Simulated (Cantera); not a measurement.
## Pyrogenic steam for wet oxidation

An isothermal, constant-pressure homogeneous reactor starts with 39.3 % H2, 30.2 % O2, 30.2 % N2, 0.245 % H2O, equivalence ratio 0.65, at 1125 K and 100.0 Torr.

Model: the H2/O2 subset of GRI-Mech 3.0, which has no nitrogen chemistry, integrated in Cantera. The temperature is held fixed by assumption; the heat of reaction is taken as removed at once.

```csv
t (s),x H2,x O2,x H2O2,x O,x H
2.00e-6,0.393,0.302,<1e-12,2.04e-11,4.70e-10
8.13e-6,0.393,0.302,1.27e-12,2.44e-10,2.13e-9
3.30e-5,0.393,0.302,2.18e-11,3.77e-9,2.30e-8
0.000134,0.393,0.302,3.09e-9,4.50e-6,2.66e-5
0.000546,0.0216,0.139,6.00e-6,0.00771,0.0267
0.00222,0.000898,0.132,3.33e-6,0.000180,8.87e-5
0.00902,4.94e-5,0.132,6.69e-7,1.04e-5,1.30e-6
0.0366,2.92e-6,0.132,1.27e-7,1.14e-6,3.89e-8
0.149,3.55e-7,0.132,2.74e-8,2.00e-7,2.60e-9
0.605,7.03e-8,0.132,6.63e-9,4.38e-8,2.62e-10
2.46,1.81e-8,0.132,1.78e-9,1.12e-8,3.55e-11
10.0,9.35e-9,0.132,8.09e-10,4.91e-9,1.24e-11
```
x: mole fraction; the columns are a selection and need not sum to one.

Equilibrium at this temperature and pressure: H2 9.01e-9, O2 0.132, H2O2 7.64e-10, O 4.62e-9, H 1.16e-11 (gas phase only).
